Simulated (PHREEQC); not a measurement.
A solution holds 0.013 mol/kgw Na2SO4, 0.00066 mol/kgw HCl and 0.00028 mol/kgw NH4HS, at 25 °C. Closed to the air; pH follows from the charge balance.

Equilibrium calculation in PHREEQC: ion-association model, phreeqc.dat.

### Question
The ionic strength comes out as 0.0378 mol/kgw. What activity coefficients do Na+, H+, NaSO4-, SO4-2, NH4SO4- get?

### Answer
Na+ 0.84, H+ 0.86, NaSO4- 0.84, SO4-2 0.50, NH4SO4- 0.84.

No solid was allowed to form. Complexes and solids missing from the database can't appear.
